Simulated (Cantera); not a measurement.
## Diamond growth

A diamond (100) surface in a fixed gas of H2 with x(CH4) = 0.012, x(H) = 0.00026, at 1075 K, 7.50 Torr; coverages are run to steady state.

Model: the Harris–Goodwin 1993 mechanism for the reconstructed diamond (100) surface, integrated in Cantera.

```csv
x(CH3),growth (µm/h),θ c6HH,θ c6H*,θ c6*H,θ c6**,θ c6HM
1e-06,0.000425,0.564,0.0239,0.402,0.00983,5.87e-5
2.9e-06,0.00123,0.564,0.0239,0.402,0.00982,0.000170
8.2e-06,0.00348,0.563,0.0239,0.402,0.00978,0.000481
2.3e-05,0.00969,0.563,0.0239,0.402,0.00968,0.00134
6.7e-05,0.0277,0.560,0.0238,0.400,0.00939,0.00387
0.00019,0.0748,0.554,0.0235,0.395,0.00865,0.0106
0.00055,0.192,0.539,0.0228,0.383,0.00700,0.0287
0.0016,0.437,0.502,0.0211,0.355,0.00438,0.0718
0.0045,0.855,0.431,0.0179,0.301,0.00197,0.159
```
θ: site fractions in the mechanism's names (c6HH fully hydrogenated, c6H* and c6*H radical sites, c6** diradical, c6HM methylated).
